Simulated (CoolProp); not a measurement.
Vapour-liquid equilibrium of n-hexane (1) + toluene (2) at 437.3 K; x and y are mole fractions of (1).

The numbers come from the multi-fluid Helmholtz-energy mixture model, Thol 2019 and Lemmon 2006; pair parameters Bell 2016 in CoolProp.

```
x     bubble pressure (MPa)  y at the bubble point  dew pressure at overall composition x (MPa)  liquid density (mol/L)
----  ---------------------  ---------------------  -------------------------------------------  ----------------------
0.05                 0.4173                  0.134                                       0.3899                   7.711
0.15             (withheld)                  0.326                                       0.4228                   7.491
0.25                 0.5627                  0.460                                       0.4610                   7.276
0.35                 0.6257                  0.562                                       0.5054                   7.065
0.45                 0.6846                  0.647                                       0.5573                   6.860
0.55                 0.7408                  0.720                                       0.6176              (withheld)
0.65                 0.7954                  0.787                                       0.6869                   6.462
0.75                 0.8492                  0.850                                       0.7648                   6.269
0.85                 0.9028                  0.910                                       0.8496                   6.080
0.95                 0.9568                  0.970                                       0.9387              (withheld)
```

Question: Complete the blanks.

Answer: 
- 0.15, bubble pressure (MPa): 0.4940
- 0.55, liquid density (mol/L): 6.659
- 0.95, liquid density (mol/L): 5.896

No azeotrope shows between x = 0.05 and 0.95.

The pair parameters rest on a limited set of measurements; away from them the model extrapolates.
